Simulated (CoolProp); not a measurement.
Vapour-liquid equilibrium of m-xylene (1) + n-undecane (2) at 0.000343 MPa; x and y are mole fractions of (1).

The numbers come from the multi-fluid Helmholtz-energy mixture model, Zhou 2012 and Aleksandrov 2011; pair parameters Bell 2016 in CoolProp.

### Question
Give the bubble temperature and the first vapour's composition at x = 0.05, 0.275, 0.35. Is there an azeotrope?

### Answer
x = 0.05: 42.8 °C, y = 0.431; x = 0.275: 24.8 °C, y = 0.879; x = 0.35: 21.4 °C, y = 0.916. No azeotrope shows between x = 0.05 and 0.95.

The pair parameters rest on a limited set of measurements; away from them the model extrapolates.
